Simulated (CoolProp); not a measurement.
A simple Rankine cycle with hydrogen sulfide: condensing at 321.15 K, boiler at 6.9 MPa, turbine inlet 507.8 K, turbine efficiency 0.9, pump efficiency 0.8, no recuperator. Each further row changes one setting.

Computed with CoolProp (reference Helmholtz-energy equation of state, Lemmon 2006). It is a short technical equation, of lower accuracy than the large ones.

```
case                             thermal efficiency (%)  net work (kJ/kg)  heat in (kJ/kg)  turbine exit temperature (K)  volume ratio over the turbine
-------------------------------  ----------------------  ----------------  ---------------  ----------------------------  -----------------------------
as stated                                          10.4              59.8              574                         433.5                           1.75
turbine inlet 527.8 K                              10.6              63.4              600                         451.8                           1.75
condensing temperature 313.15 K                    12.4              73.7              593                         417.0                           2.01
boiler pressure 4.83 MPa                            5.5              32.5              591                         470.6                           1.32
turbine efficiency 0.8                              9.1              52.5              574                         439.5                           1.78
```
